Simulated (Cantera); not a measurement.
Feed: 1 mol AlCl₃, 2 mol N₂, 110 mol H₂, at 1150 K and 0.100 bar.

Equilibrium computed with Cantera from the NASA thermochemical tables; the gas is ideal and each condensed phase is pure. Candidate condensed phases: Al, AlCl₃, AlN, NH₄Cl; 20 gas species. Kinetics and transport are ignored.

Base state: H₂ 0.962, HCl 0.0225, N₂ 0.0139, AlCl₃ 0.00135 (mole fractions); condensed: AlN(s).

Question: What changes in the equilibrium state with this change: AlCl₃ replaced by Al?

Answer: 
```
species       before   after
-----------  -------  ------
H₂             0.962   0.987
N₂            0.0139  0.0135
HCl           0.0225       0
AlCl₃        0.00135       0
AlN(s), mol    0.847    1.00
```
